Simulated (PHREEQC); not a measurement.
Make-up at 25 °C: 0.22 mol/kgw NaHCO3 and 0.00034 mol/kgw KOH. Closed to the air; pH follows from the charge balance.

Model: Pitzer model, pitzer.dat, run in PHREEQC.

No solid was allowed to form.

Q: Predict the pH, specific conductance.

A: pH 7.98; specific conductance 16300 µS/cm.

Q: In which forms is C present?

A: HCO3- 96 %, CO3-2 1.8 %, CO2 1.7 % of the C.
